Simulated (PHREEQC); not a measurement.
Solution (90 °C): 0.017 mol KOH, 0.018 mol CO2 and 0.002 mol (CH3)4NCl per kg of water. Closed to the air; pH follows from the charge balance.

All values are PHREEQC results (ion-association model, phreeqc.dat), not measurements.

Question: The ionic strength comes out as 0.0191 mol/kgw. What activity coefficients do HCO3-, OH-, Cl-, CO3-2, K+ get?

Answer: HCO3- 0.86, OH- 0.85, Cl- 0.85, CO3-2 0.55, K+ 0.85.

Precipitation was switched off in this run. (CH3)4N+ isn't in the database: it is added as a free cation with an ion size of 4 Å. Constants without temperature data keep their 25 °C values here.
